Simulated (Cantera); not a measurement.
Predominance diagram of Ti at 1225 K against the partial pressures of O2 and CO (log10, bar). Standard-state values (1 bar) from the NASA 1993 polynomials, evaluated with Cantera. Candidates: Ti(β), TiC(s), TiO(s), TiO2(rutile), Ti2O3(s), Ti3O5(s), Ti4O7(s). Only these pure phases compete in this equilibrium. TiC, TiO: taken at fixed stoichiometry. Not in the tables: Magnéli phases beyond Ti4O7, TiC-TiO solid solutions.

```
log p(CO) \ log p(O2)
        columns: -26, -24.9, -23.7, -22.6, -21.5, -20.3, -19.2, -18.1, -17, -15.8, -14.7, -13.6, -12.4, -11.3, -10.2, -9, -7.9, -6.8, -5.7, -4.5, -3.4, -2.3, -1.1, 0
      0  A A A A A A A B B B B B A A A A A A A A A A A A
   -1.7  A A A A C B B B B B B B B B B A A A A A A A A A
   -3.5  A D E E C B B B B B B B B B B B B B A A A A A A
   -5.2  F F E E C B B B B B B B B B B B B B B B B A A A
   -6.9  F F E E C B B B B B B B B B B B B B B B B B B B
   -8.6  F F E E C B B B B B B B B B B B B B B B B B B B
  -10.4  F F E E C B B B B B B B B B B B B B B B B B B B
  -12.1  F F E E C B B B B B B B B B B B B B B B B B B B
  -13.8  F F E E C B B B B B B B B B B B B B B B B B B B
  -15.5  F F E E C B B B B B B B B B B B B B B B B B B B
  -17.3  F F E E C B B B B B B B B B B B B B B B B B B B
    -19  F F E E C B B B B B B B B B B B B B B B B B B B
```

A: out of reach (another gas would pass 10 bar, or a non-metal would condense); B: TiO2(rutile); C: Ti4O7(s); D: TiC(s); E: Ti3O5(s); F: Ti2O3(s).
